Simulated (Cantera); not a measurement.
A closed system holds: 1 mol Zr, 2.5 mol H2O, 2.2 mol H2, held at 2325 K and 0.000880 bar.

Equilibrium computed with Cantera from the NASA thermochemical tables; the gas is ideal and each condensed phase is pure. Candidate condensed phases: H2O, Zr, ZrO2; 12 gas species. Equilibrium is a limit: real reactors are often held back by kinetics, nucleation or transport.

Base state: H2 0.618, H 0.292, H2O 0.0816, OH 0.00642, O 0.00206, O2 0.000113, ZrO2 2.48e-5 (mole fractions); condensed: ZrO2(tetragonal).

**Question.** What changes in the equilibrium state with this change: pressure from 0.000880 bar to 0.0120 bar?

**Answer.** 
```csv
species,before,after
H2,0.618,0.808
H2O,0.0816,0.0995
H,0.292,0.0903
ZrO2,2.48e-5,1.82e-6
O2,0.000113,7.21e-6
O,0.00206,0.000141
OH,0.00642,0.00185
"ZrO2(tetragonal), mol",1.000,1.000
```
